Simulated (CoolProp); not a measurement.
Vapour-liquid equilibrium of propylene (1) + R134a (2) at 790 kPa; x and y are mole fractions of (1).

Values from CoolProp's multi-fluid Helmholtz-energy mixture model, Lemmon 2013 and Tillner-Roth 1994; pair parameters Bell 2016.

```tsv
x	bubble temperature, mixture model (°C)	bubble temperature, Raoult's law (°C)	y, mixture model	y, Raoult's law
0.05	26.9	29.7	0.134	0.082
0.125	22.0	27.9	0.289	0.196
0.2	18.3	26.2	[?]	0.301
0.275	15.5	24.6	[?]	0.397
0.35	13.5	22.9	0.545	0.486
0.425	11.9	21.3	0.595	0.566
0.5	10.8	19.8	0.637	0.640
0.575	10.0	18.3	0.676	0.708
0.65	9.3	16.8	[?]	0.771
0.725	8.9	15.4	0.754	0.828
0.8	8.8	14.0	0.801	0.880
0.875	9.0	12.7	[?]	0.928
0.95	[?]	11.4	0.934	0.973
```

### Question
What belongs in the gaps?

### Answer

- 0.2, y, mixture model: 0.400
- 0.275, y, mixture model: 0.482
- 0.65, y, mixture model: 0.714
- 0.875, y, mixture model: 0.858
- 0.95, bubble temperature, mixture model (°C): 9.6

The largest gap from Raoult's law is -9.4 K in bubble temperature, at x = 0.35. y crosses x between x = 0.8 and 0.875: the model has an azeotrope there.

Pair parameters are fitted to limited data, so mixtures are less certain than the pure fluids.
